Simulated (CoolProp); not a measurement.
Vapour-liquid equilibrium of R1234yf (1) + R152A (2) at 16.9 bar; x and y are mole fractions of (1).

The numbers come from the multi-fluid Helmholtz-energy mixture model, Lemmon 2022 and Outcalt 1996; pair parameters Bell 2023 in CoolProp.

```tsv
x	bubble temperature, mixture model (°C)	bubble temperature, Raoult's law (°C)	y, mixture model	y, Raoult's law
0.05	64.3	64.9	0.061	0.054
0.125	63.3	64.6	0.146	0.135
0.2	62.5	64.3	0.225	0.214
0.275	61.8	64.1	0.300	0.292
0.35	61.3	63.8	0.371	0.370
0.425	60.9	63.5	0.441	0.446
0.5	60.7	63.2	0.511	0.522
0.575	60.5	62.9	0.580	0.596
0.65	60.5	62.6	0.650	0.670
0.725	60.5	62.3	0.722	0.742
0.8	60.6	62.0	0.795	0.814
0.875	60.8	61.8	0.870	0.884
0.95	61.1	61.5	0.948	0.954
```

The largest gap from Raoult's law is -2.6 K in bubble temperature, at x = 0.425. y crosses x between x = 0.65 and 0.725: the model has an azeotrope there.

The pair parameters rest on a limited set of measurements; away from them the model extrapolates.
